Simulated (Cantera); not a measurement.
An isothermal, constant-pressure homogeneous reactor starts with C2H6 : N2 = 1 : 47 (molar parts), at 1200 K and 0.910 bar. Integrator tolerance rtol = 1e-08.

Detailed kinetics in Cantera: GRI-Mech 3.0 (53 species, 325 reactions). GRI-Mech 3.0 stops at C3 and has no aromatics, soot or wall deposition, so with more carbon than oxygen in the feed, carbon stays in small species such as C2H2 where larger ones or solid carbon would form.

What does this change do: C2H6 1 to 3.2 parts?


```json
[
 {"quantity": "x(C2H6) at 20.0 s", "before": "1.71e-5 (gas-phase equilibrium 3.28e-6)", "after": "0.000170 (gas-phase equilibrium 3.65e-5)"},
 {"quantity": "x(HCN) at 20.0 s", "before": "1.83e-10 (gas-phase equilibrium 0.0209)", "after": "4.46e-11 (gas-phase equilibrium 0.0365)"},
 {"quantity": "x(C2H4) at 20.0 s", "before": "0.00457 (gas-phase equilibrium 0.000979)", "after": "0.0199 (gas-phase equilibrium 0.00597)"},
 {"quantity": "x(C2H2) at 20.0 s", "before": "0.0138 (gas-phase equilibrium 0.00369)", "after": "0.0280 (gas-phase equilibrium 0.0123)"},
 {"quantity": "x(C2H) at 20.0 s", "before": "1.32e-11 (gas-phase equilibrium <1e-12)", "after": "1.78e-11 (gas-phase equilibrium 2.22e-12)"},
 {"quantity": "x(H) at 20.0 s", "before": "1.60e-7 (gas-phase equilibrium 3.24e-8)", "after": "2.28e-7 (gas-phase equilibrium 4.38e-8)"},
 {"quantity": "x(CH4) at 20.0 s", "before": "0.00354 (gas-phase equilibrium 0.0102)", "after": "0.0215 (gas-phase equilibrium 0.0458)"}
]
```

What does this change do: N2 47 to 11 parts?


| quantity | before | after |
|---|---|---|
| x(C2H6) at 20.0 s | 1.71e-5 (gas-phase equilibrium 3.28e-6) | 0.000268 (gas-phase equilibrium 6.06e-5) |
| x(HCN) at 20.0 s | 1.83e-10 (gas-phase equilibrium 0.0209) | 3.31e-11 (gas-phase equilibrium 0.0407) |
| x(C2H4) at 20.0 s | 0.00457 (gas-phase equilibrium 0.000979) | 0.0269 (gas-phase equilibrium 0.00876) |
| x(C2H2) at 20.0 s | 0.0138 (gas-phase equilibrium 0.00369) | 0.0325 (gas-phase equilibrium 0.0160) |
| x(C2H) at 20.0 s | 1.32e-11 (gas-phase equilibrium <1e-12) | 1.81e-11 (gas-phase equilibrium 2.70e-12) |
| x(H) at 20.0 s | 1.60e-7 (gas-phase equilibrium 3.24e-8) | 2.33e-7 (gas-phase equilibrium 4.66e-8) |
| x(CH4) at 20.0 s | 0.00354 (gas-phase equilibrium 0.0102) | 0.0320 (gas-phase equilibrium 0.0627) |
